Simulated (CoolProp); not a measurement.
Vapour-liquid equilibrium of R143a (1) + dimethyl ether (2) at 0.00916 MPa; x and y are mole fractions of (1).

Values from CoolProp's multi-fluid Helmholtz-energy mixture model, Lemmon and Jacobsen 2000 and Wu 2011; pair parameters Bell 2016.

Question: Give the bubble temperature and the first vapour's composition at x = 0.15, 0.55, 0.95. Is there an azeotrope?

Answer: x = 0.15: 198.4 K, y = 0.437; x = 0.55: 190.5 K, y = 0.825; x = 0.95: 186.1 K, y = 0.984. No azeotrope shows between x = 0.05 and 0.95.

The pair parameters rest on a limited set of measurements; away from them the model extrapolates.
